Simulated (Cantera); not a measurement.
Input (Python, Cantera):

```python
import numpy as np
import cantera as ct

gas = ct.Solution("gri30.yaml")
gas.TPX = 1273, 2666, {'H2': 0.011, 'O2': 1}
reactor = ct.IdealGasConstPressureReactor(gas, energy="off", clone=False)
net = ct.ReactorNet([reactor])
net.rtol, net.atol = 1e-08, 1e-18
show = ['H2', 'O2', 'H2O2', 'H2O', 'HO2', 'H', 'OH']
times = np.geomspace(0.0001, 6, 12)

steps = ct.SolutionArray(gas, extra=["t"])
rows = []
print(f"{'t/s':>10s}{'T/K':>9s}{'P/Pa':>11s}" + "".join(f"{s:>11s}" for s in show))
for t in times:
    while net.time < t:
        t_next = net.step()
        steps.append(gas.state, t=t_next)
    rows.append([np.interp(t, steps.t, y) for y in (steps.T, steps.P, *steps(*show).X.T)])
    print(f"{t:10.3e}{rows[-1][0]:9.1f}{rows[-1][1]:11.4g}" + "".join(f"{x:11.3e}" for x in rows[-1][2:]))
rate = np.gradient(steps.T, steps.t)
print("integrator steps:", len(steps.t))
if steps.T.max() > steps.T[0] + 200:
    print(f"time of steepest temperature rise: {steps.t[rate.argmax()]:.4e} s")
gas.TPX = 1273, 2666, {'H2': 0.011, 'O2': 1}
gas.equilibrate("TP")
print(f"equilibrium (TP): T = {gas.T:.1f} K  " + "  ".join(f"{s} {gas[s].X[0]:.3e}" for s in show))
```

Output:

```
       t/s      T/K       P/Pa         H2         O2       H2O2        H2O        HO2          H         OH
 1.000e-04   1273.0       2666  1.088e-02  9.891e-01  1.159e-12  2.050e-09  7.279e-09  1.917e-09  6.609e-09
 2.719e-04   1273.0       2666  1.088e-02  9.891e-01  8.407e-12  2.381e-08  1.985e-08  5.423e-09  3.063e-08
 7.392e-04   1273.0       2666  1.088e-02  9.891e-01  5.960e-11  5.561e-07  5.564e-08  6.159e-08  4.116e-07
 2.010e-03   1273.0       2666  1.041e-02  9.887e-01  2.718e-09  3.406e-04  9.931e-07  3.442e-05  2.226e-04
 5.464e-03   1273.0       2666  5.732e-05  9.794e-01  3.621e-08  1.008e-02  1.464e-06  4.204e-04  1.073e-03
 1.486e-02   1273.0       2666  4.118e-05  9.808e-01  3.301e-08  1.021e-02  1.328e-06  3.228e-04  9.617e-04
 4.039e-02   1273.0       2666  2.862e-05  9.833e-01  3.077e-08  1.038e-02  1.112e-06  1.844e-04  8.029e-04
 1.098e-01   1273.0       2666  1.335e-05  9.863e-01  2.510e-08  1.061e-02  7.466e-07  5.789e-05  5.498e-04
 2.986e-01   1273.0       2666  3.817e-06  9.882e-01  1.544e-08  1.078e-02  3.572e-07  8.790e-06  2.951e-04
 8.117e-01   1273.0       2666  7.819e-07  9.889e-01  6.450e-09  1.087e-02  1.207e-07  8.173e-07  1.342e-04
 2.207e+00   1273.0       2666  1.500e-07  9.890e-01  1.981e-09  1.091e-02  3.390e-08  6.913e-08  5.902e-05
 6.000e+00   1273.0       2666  3.251e-08  9.890e-01  5.524e-10  1.093e-02  1.220e-08  7.029e-09  2.757e-05
integrator steps: 1510
equilibrium (TP): T = 1273.0 K  H2 3.607e-09  O2 9.891e-01  H2O2 7.885e-11  H2O 1.094e-02  HO2 1.232e-08  H 2.640e-10  OH 9.224e-06
```

Model: GRI-Mech 3.0 (53 species, 325 reactions), integrated in Cantera. Radical loss at walls, strong at low pressure, is not modelled.
